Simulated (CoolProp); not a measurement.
Tetrahydrofuran at 293.15 K and 0.167 MPa is throttled through a valve to 0.0153 MPa with no heat exchange. Each further row changes one setting.

Values from CoolProp's reference Helmholtz-energy equation of state, Fiedler 2023.

```
case                         temperature change (K)                       final phase  final density (kg/m³)
---------------------------  ----------------------  --------------------------------  ---------------------
as stated                                      -2.7  two-phase, vapour fraction 0.010                   42.8
outlet pressure 0.00459 MPa                   -26.0                        (withheld)             (withheld)
outlet pressure 0.0199 MPa                     +0.1                            liquid             (withheld)
```

### Question
Some entries are withheld; supply them.

### Answer

- outlet pressure 0.00459 MPa, final phase: two-phase, vapour fraction 0.093
- outlet pressure 0.00459 MPa, final density (kg/m³): 1.61
- outlet pressure 0.0199 MPa, final density (kg/m³): 887
